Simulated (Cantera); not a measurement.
Source: NASA polynomial tables (part measured, part estimated), evaluated in Cantera. Values are per mole of reaction as written; species without (g) are pure solids or liquids, kept so even where they would boil at 1 bar.

MgO + CO(g) ⇌ Mg + CO2(g), with ΔH° = 318.3 kJ and ΔS° = 21.7 J/K at 300 K.

Question: How far is the shortcut ΔG° ≈ ΔH°(300 K) − T·ΔS°(300 K) from the full temperature-dependent value at 398, 473, 548, 623, 698, 773, 848, 923, 998 K?

Answer: 
| T (K) | shortcut (kJ) | full (kJ) | difference (kJ) | difference in log10 K | condensed phases |
|---|---|---|---|---|---|
| 398 | 309.6 | 309.7 | -0.1 | 0.01 | MgO(s), Mg(s) |
| 473 | 308.0 | 308.2 | -0.2 | 0.02 | MgO(s), Mg(s) |
| 548 | 306.4 | 306.7 | -0.4 | 0.03 | MgO(s), Mg(s) |
| 623 | 304.7 | 305.3 | -0.6 | 0.05 | MgO(s), Mg(s) |
| 698 | 303.1 | 303.9 | -0.8 | 0.06 | MgO(s), Mg(s) |
| 773 | 301.5 | 302.5 | -1.0 | 0.07 | MgO(s), Mg(s) |
| 848 | 299.9 | 301.1 | -1.2 | 0.08 | MgO(s), Mg(s) |
| 923 | 298.2 | 299.7 | -1.4 | 0.08 | MgO(s), Mg(s) |
| 998 | 296.6 | 297.6 | -1.0 | 0.05 | MgO(s), Mg(l) |
The shortcut ignores heat capacities and the phase changes listed.
